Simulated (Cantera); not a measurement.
Charge: 1 mol Ta, 0.08 mol O₂, 1.7 mol N₂, 10 mol N₂O, held at 7.50 Torr.

Equilibrium computed with Cantera from the NASA thermochemical tables; the gas is ideal and each condensed phase is pure. Candidate condensed phases: Ta, Ta₂O₅; 12 gas species. Rates play no part.

Question: At 1450 °C, list the 4 most abundant gas species with their mole fractions, and the condensed phases.

Answer: N₂ 0.752, O₂ 0.245, NO 0.00333, O 0.000281. Condensed: Ta₂O₅(s).
